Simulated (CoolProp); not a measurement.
Dry air along the isotherm 231.9 K: Z from the reference equation and from simpler models built on Tc = 132.5 K, pc = 3786 kPa, ω = 0.034; each cubic takes its own stable root.

Computed with CoolProp (reference Helmholtz-energy equation of state, Lemmon 2000). It is a pseudo-pure fit of the blend.

```tsv
p (kPa)	phase	reference
860	gas	0.9888
1720	gas	0.9782
2580	gas	0.9681
3440	gas	0.9585
4300	supercritical	0.9495
5160	supercritical	0.9411
6020	supercritical	0.9334
6880	supercritical	0.9264
7740	supercritical	0.9203
8600	supercritical	0.9150
9460	supercritical	0.9107
```

How far does each simpler model (Pitzer virial, Redlich-Kwong, Soave-Redlich-Kwong, Peng-Robinson) lie from the reference over these 11 states: mean and median of the absolute difference, and the worst?


- Pitzer virial: mean 1.2 %, median 0.8 %, worst -3.6 % at 231.9 K and 9460 kPa
- Redlich-Kwong: mean 0.7 %, median 0.7 %, worst -1.0 % at 231.9 K and 9460 kPa
- Soave-Redlich-Kwong: mean 0.8 %, median 0.7 %, worst +1.7 % at 231.9 K and 9460 kPa
- Peng-Robinson: mean 1.6 %, median 1.7 %, worst -2.3 % at 231.9 K and 9460 kPa
